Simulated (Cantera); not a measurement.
A perfectly stirred reactor is fed with 7.29 % CH4, 19.0 % O2, 71.3 % N2, 2.48 % CO2, at 6.81 atm; it is adiabatic with a 525 K inlet, and is followed from long to short residence time, starting on the burning branch (τ in s: 0.033, 0.014, 0.0064, 0.0028, 0.0012, 0.00054, 0.00024, 0.0001, 4.6e-05, 2e-05, 8.9e-06, 3.9e-06).

Detailed kinetics in Cantera: GRI-Mech 3.0 (53 species, 325 reactions).

Question: Predict: blow-out, bracketed by the residence times tried; x(CH4) at τ = 33.0 ms; x(O2) at τ = 33.0 ms; x(CO2) at τ = 33.0 ms; x(CH2) at τ = 33.0 ms; x(N2O) at τ = 33.0 ms; x(CH4) at τ = 0.240 ms; x(O2) at τ = 0.240 ms; x(CO2) at τ = 0.240 ms; x(CH2) at τ = 0.240 ms; x(N2O) at τ = 0.240 ms.

Answer: 
```json
{
 "blow_out_bracketed_by_the_residence_times_tried": "burning at 46.0 µs, out at 20.0 µs",
 "x(CH4) at τ = 33.0 ms": "4.23e-6",
 "x(O2) at τ = 33.0 ms": "0.0435",
 "x(CO2) at τ = 33.0 ms": "0.0971",
 "x(CH2) at τ = 33.0 ms": "4.02e-8",
 "x(N2O) at τ = 33.0 ms": "6.22e-7",
 "x(CH4) at τ = 0.240 ms": "0.000195",
 "x(O2) at τ = 0.240 ms": "0.0473",
 "x(CO2) at τ = 0.240 ms": "0.0895",
 "x(CH2) at τ = 0.240 ms": "2.89e-6",
 "x(N2O) at τ = 0.240 ms": "1.46e-6"
}
```
